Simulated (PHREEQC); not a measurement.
Make-up at 20 °C: 44 mmol/kgw CdCl2. It is in equilibrium with CO2 at log p = -1 (atm). Otherwise closed; pH follows from the charge balance.

All values are PHREEQC results (ion-association model, phreeqc.dat), not measurements.

| quantity | before | after |
|---|---|---|
| pH | 4.35 | 4.39 |
| ionic strength (mol/kgw) | 0.0663 | 0.0440 |
| Cl- (mol/kgw) | 0.0531 | 0.0440 |
| HCO3- (mol/kgw) | 4.47e-5 | 4.75e-5 |
| (CO2)2 (mol/kgw) | 2.34e-7 | 2.35e-7 |

Q: What was changed between the two runs?
A) CdCl2 replaced by (CH3)4NCl at the same molality
B) temperature from 20 to 30 °C
C) CdCl2 from 0.044 to 0.0396 mol/kgw
D) CdCl2 replaced by HCl at the same molality

A: A, CdCl2 replaced by (CH3)4NCl at the same molality

No solid was allowed to form.
